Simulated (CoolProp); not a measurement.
Vapour-liquid equilibrium of R143a (1) + fluoroethane (R161) (2) at 6.82 bar; x and y are mole fractions of (1).

Model: multi-fluid Helmholtz-energy mixture model, Lemmon and Jacobsen 2000 and Wu 2012; pair parameters Bell 2016, in CoolProp.

Task: Give the bubble temperature and the first vapour's composition at x = 0.25, 0.45, 0.85. Is there an azeotrope?

Result: x = 0.25: 10.9 °C, y = 0.309; x = 0.45: 8.5 °C, y = 0.519; x = 0.85: 4.5 °C, y = 0.879. No azeotrope shows between x = 0.05 and 0.95.

Pair parameters are fitted to limited data, so mixtures are less certain than the pure fluids.
